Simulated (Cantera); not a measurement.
**Adiabatic ignition**

An adiabatic, constant-pressure homogeneous reactor starts with 3.85 % CH4, 0.501 % C2H6, 20.1 % O2, 75.5 % N2, at 1400 K and 7.60 atm.

Model: GRI-Mech 3.0 (53 species, 325 reactions), integrated in Cantera.

```tsv
t (s)	T (K)	x CH4	x C2H6	x O2	x N2O	x CO2	x C2H
3.00e-6	1400	0.0385	0.00501	0.201	1.17e-12	6.66e-11	<1e-12
8.68e-6	1400	0.0385	0.00500	0.201	1.41e-11	1.81e-9	<1e-12
2.51e-5	1400	0.0385	0.00495	0.201	2.32e-10	7.04e-8	<1e-12
7.27e-5	1412	0.0365	0.00415	0.199	5.11e-9	1.07e-5	2.92e-12
0.000211	2359	<1e-12	<1e-12	0.105	1.73e-6	0.0474	<1e-12
0.000609	2358	<1e-12	<1e-12	0.105	1.72e-6	0.0474	<1e-12
0.00176	2357	<1e-12	<1e-12	0.105	1.72e-6	0.0475	<1e-12
0.00510	2353	<1e-12	<1e-12	0.104	1.71e-6	0.0475	<1e-12
0.0148	2346	<1e-12	<1e-12	0.102	1.69e-6	0.0475	<1e-12
0.0428	2338	<1e-12	<1e-12	0.100	1.70e-6	0.0475	<1e-12
0.124	2336	<1e-12	<1e-12	0.0996	1.70e-6	0.0475	<1e-12
0.358	2336	<1e-12	<1e-12	0.0996	1.70e-6	0.0475	<1e-12
1.04	2336	<1e-12	<1e-12	0.0996	1.70e-6	0.0475	<1e-12
3.00	2336	<1e-12	<1e-12	0.0996	1.70e-6	0.0475	<1e-12
```
x: mole fraction; the columns are a selection and need not sum to one.

The time of steepest temperature rise is 0.120 ms and the temperature at 3.00 s is 2336 K. The equilibrium temperature comes out as 2336 K. The x(CH4) at 3.00 s is <1e-12 (gas-phase equilibrium <1e-12), the x(C2H6) at 3.00 s comes out as <1e-12 (gas-phase equilibrium <1e-12) and the x(O2) at 3.00 s is 0.0996 (gas-phase equilibrium 0.0996).
